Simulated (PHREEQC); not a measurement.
## Leach liquor

Consider water at 25 °C with 0.24 mol/kgw HCl, 0.032 mol/kgw Al2(SO4)3 and 0.013 mol/kgw MgSO4. It is in equilibrium with CO2 at log p = -3.5 (atm). Otherwise closed; pH follows from the charge balance.

Computed with PHREEQC (ion-association model, phreeqc.dat).

This is a speciation only: nothing precipitates in the calculation.

Task: Estimate the pH, density.

Result: pH 0.85; density 1.013 g/cm³.

Task: In which forms is Mg present?

Result: Mg+2 85 %, MgSO4 15 % of the Mg.
